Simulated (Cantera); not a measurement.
A perfectly stirred reactor is fed with 50.1 % H₂, 29.5 % O₂, 20.4 % N₂, equivalence ratio 0.85, at 0.820 bar; it is held at 1325 K, and followed from long to short residence time.

Computed with Cantera and GRI-Mech 3.0 (53 species, 325 reactions). The temperature is held fixed by assumption; the heat of reaction is taken as removed at once.

x: mole fraction; the columns are a selection and need not sum to one.

| τ (s) | x H₂ | x O₂ | x NO | x H | x OH | x O | x H₂O |
|---|---|---|---|---|---|---|---|
| 0.98 | 0.000268 | 0.0591 | 1.92e-7 | 3.23e-6 | 0.000229 | 6.80e-6 | 0.669 |
| 0.34 | 0.000549 | 0.0592 | 1.91e-7 | 9.12e-6 | 0.000319 | 1.45e-5 | 0.668 |
| 0.12 | 0.00109 | 0.0594 | 1.79e-7 | 2.53e-5 | 0.000452 | 3.17e-5 | 0.667 |
| 0.039 | 0.00221 | 0.0599 | 1.81e-7 | 7.63e-5 | 0.000676 | 7.51e-5 | 0.666 |
| 0.014 | ? | 0.0606 | ? | ? | ? | ? | 0.663 |
| 0.0046 | ? | 0.0622 | ? | ? | ? | ? | 0.657 |
| 0.0016 | 0.0143 | 0.0650 | 6.08e-7 | 0.00164 | 0.00229 | 0.000789 | 0.647 |

Q: Complete the blanks.

A: 
- 0.014, x H₂: 0.00410
- 0.014, x NO: 2.23e-7
- 0.014, x H: 0.000207
- 0.014, x OH: 0.000995
- 0.014, x O: 0.000164
- 0.0046, x H₂: 0.00786
- 0.0046, x NO: 3.52e-7
- 0.0046, x H: 0.000606
- 0.0046, x OH: 0.00153
- 0.0046, x O: 0.000375
